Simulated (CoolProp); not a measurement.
Water along the isobar 0.95 MPa: density (kg/m³) from the reference equation and from simpler models built on Tc = 373.9 °C, pc = 22.06 MPa, ω = 0.344; each cubic takes its own stable root.

Computed with CoolProp (reference Helmholtz-energy equation of state, Wagner 2002).

```
T (°C)   phase  reference
------  ------  ---------
17.55   liquid      999.1
33.15   liquid      995.0
48.75   liquid      989.0
64.25   liquid      981.3
79.85   liquid      972.3
95.45   liquid      962.0
111.05  liquid      950.5
126.65  liquid      938.0
142.15  liquid      924.5
157.75  liquid      909.9
173.35  liquid      894.1
188.95     gas      4.738
204.55     gas      4.541
```

**Question.** How far does each simpler model (van der Waals, Redlich-Kwong, Soave-Redlich-Kwong, Peng-Robinson) lie from the reference over these 13 states: mean and median of the absolute difference, and the worst?

**Answer.** 
- van der Waals: mean 69.6 %, median 99.4 %, worst -99.5 % at 173.35 °C and 0.95 MPa
- Redlich-Kwong: mean 35.0 %, median 28.2 %, worst -99.5 % at 173.35 °C and 0.95 MPa
- Soave-Redlich-Kwong: mean 22.0 %, median 25.5 %, worst -27.1 % at 173.35 °C and 0.95 MPa
- Peng-Robinson: mean 14.0 %, median 16.2 %, worst -17.5 % at 173.35 °C and 0.95 MPa

At some of these states van der Waals, Redlich-Kwong gives the other phase, because its saturation line lies elsewhere.
